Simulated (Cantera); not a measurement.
Cantera run:

```python
import numpy as np
import cantera as ct

gas_names = """
    C CH CH2 CH3 CH2OH CH3O CH4 CH3OH CN CO CO2 COOH C2 C2H CHCO,ketyl C2H2,acetylene C2H2,vinylidene
    CH2CO,ketene C2H3,vinyl CH3CN CH3CO,acetyl C2H4 C2H4O,ethylen CH3CHO,ethanal CH3COOH (HCOOH)2 C2H5
    C2H6 CH3OCH3 C2H5OH CCN CNC C2N2 C2O C3 C3H3,propargyl C3H4,allene C3H4,propyne C3H4,cyclo-
    C3H5,allyl C3H6,propylene C3H6,cyclo- C3H6O C3H7,n-propyl C3H7,i-propyl C3H8 C3H8O,1propanol
    C3H8O,2propanol C3O2 C4 C4H2 C4H4,1,3-cyclo- C4H6,butadiene C4H6,2-butyne C4H6,cyclo- C4H8,1-butene
    C4H8,cis2-buten C4H8,tr2-butene C4H8,isobutene C4H8,cyclo- (CH3COOH)2 C4H9,n-butyl C4H9,i-butyl
    C4H9,s-butyl C4H9,t-butyl C4H10,isobutane C4H10,n-butane C4N2 C5 C5H6,1,3cyclo- C5H8,cyclo-
    C5H10,1-pentene C5H10,cyclo- C5H11,pentyl C5H11,t-pentyl C5H12,n-pentane C5H12,i-pentane
    CH3C(CH3)2CH3 C6H2 C6H5,phenyl C6H5O,phenoxy C6H6 C6H5OH,phenol C6H10,cyclo- C6H12,1-hexene
    C6H12,cyclo- C6H13,n-hexyl C7H7,benzyl C7H8 C7H8O,cresol C7H14,1-heptene C7H15,n-heptyl
    C7H16,n-heptane C8H8,styrene C8H10,ethylbenz C8H16,1-octene C8H17,n-octyl C8H18,isooctane
    C8H18,n-octane C9H19,n-nonyl C10H8,naphthale C10H21,n-decyl C12H9,o-bipheny C12H10,bipheny H HCN HCO
    HCCN HNC HNCO HNO HNO2 HNO3 HO2 H2 HCHO,formaldehy HCOOH H2O H2O2 N NCO NH NH2 NH3 NH2OH NO NO2 NO3
    N2 N2H2 N2H4 N2O O OH O2 O3 Si SiC SiC2 SiC4H12 SiH SiH2 SiH3 SiH4 SiN SiO SiO2 Si2 Si2C Si2N Si3
""".split()
cond_names = """
    C(gr) C6H6(L) C7H8(L) C8H18(L),n-octa H2O(s) H2O(L) Si(cr) Si(L) SiC(b) SiO2(Lqz) SiO2(hqz) SiO2(L)
    Si2N2O(s) Si3N4(a)
""".split()


def load(file, names, dense=False):
    # The tables refer to 1 bar. Condensed volumes are neglected.
    table = {s.name: s for s in ct.Species.list_from_file(file)}
    out = []
    for n in names:
        d = dict(table[n].input_data)
        d["thermo"] = dict(d["thermo"], **{"reference-pressure": 1e5})
        if dense:
            d["equation-of-state"] = {"model": "constant-volume", "density": "1e6 g/cm^3"}
        out.append(ct.Species.from_dict(d))
    return out


gas = ct.Solution(thermo="ideal-gas", species=load("nasa_gas.yaml", gas_names))
cond = {s.name: ct.Solution(thermo="fixed-stoichiometry", species=[s], name=s.name)
        for s in load("nasa_condensed.yaml", cond_names, dense=True)}
atoms = {
    'Si2H6': {'Si': 2, 'H': 6},
    'N2O': {'N': 2, 'O': 1},
    'CO2': {'C': 1, 'O': 2},
}
top_T = {'C(gr)': 4500, 'SiC(b)': 3050, 'Si2N2O(s)': 2100, 'Si3N4(a)': 2400}  # K; cautious upper limits of use, not melting points


def equilibrate(T, P, feed):
    n = {}
    for name, mol in feed.items():
        for a, k in atoms[name].items():
            n[a] = n.get(a, 0.0) + k * mol
    gas.TPX = T, P, n
    mass = sum(n.values()) * gas.mean_molecular_weight
    gas.equilibrate("TP")
    valid = [c for c in cond.values() if c.min_temp <= T <= top_T.get(c.name, c.max_temp)]
    mix = ct.Mixture([(gas, mass / gas.mean_molecular_weight)] + [(c, 0.0) for c in valid])
    mix.T, mix.P = T, P
    mix.equilibrate("TP", solver="vcs", rtol=1e-11, max_steps=5000)
    return mix


results = []
feed = {'Si2H6': 1, 'N2O': 0.18, 'CO2': 0.91}  # mol
T = 525  # K
P = 7500  # Pa
mix = equilibrate(T, P, feed)
results.append((T, P, feed, dict(zip(mix.species_names, mix.species_moles))))
x = sorted(zip(gas.X, gas.species_names), reverse=True)
print(f"T = {T:g} K  P = {P:g} Pa  gas = {mix.phase_moles(0):.4g} mol")
print("   x: " + "  ".join(f"{s} {v:.3e}" for v, s in x if v > 0.0001))
print("   condensed (mol): " + ("  ".join(f"{mix.phase(i).name} {mix.phase_moles(i):.4g}"
      for i in range(1, mix.n_phases) if mix.phase_moles(i) > 1e-12) or "none"))
```

Result:

```
T = 525 K  P = 7500 Pa  gas = 2.82 mol
   x: H2 9.362e-01  CH4 6.383e-02
   condensed (mol): SiC(b) 0.73  SiO2(Lqz) 0.91  Si2N2O(s) 0.18
```

These are equilibrium values from Cantera (NASA tables, ideal gas, pure condensed phases), not measurements of a reactor. The feed counts by its element totals alone.
